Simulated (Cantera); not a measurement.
A closed system holds: 1 mol TiO2, 44 mol Cl2, 0.12 mol O2, at 1.00 bar.

Equilibrium computed with Cantera from the NASA thermochemical tables; the gas is ideal and each condensed phase is pure. Candidate condensed phases: Ti, TiCl2, TiCl3, TiCl4, TiO, TiO2, Ti2O3, Ti3O5, Ti4O7; 15 gas species. Condensed phases not in the tables: TiOCl. The numbers say what is thermodynamically allowed, not how fast it happens.

Question: What share of the Ti ends up in condensed phases as a function of T (°C), at 775, 850, 925, 1000, 1075, 1150, 1225, 1300, 1375, 1450, 1525, 1600, 1675?

Answer: 
```csv
T (°C),Ti condensed (%),as
775,98.0,TiO2(rutile)
850,94.0,TiO2(rutile)
925,86.4,TiO2(rutile)
1000,74.3,TiO2(rutile)
1075,56.9,TiO2(rutile)
1150,33.6,TiO2(rutile)
1225,4.3,TiO2(rutile)
1300,0.0,-
1375,0.0,-
1450,0.0,-
1525,0.0,-
1600,0.0,-
1675,0.0,-
```
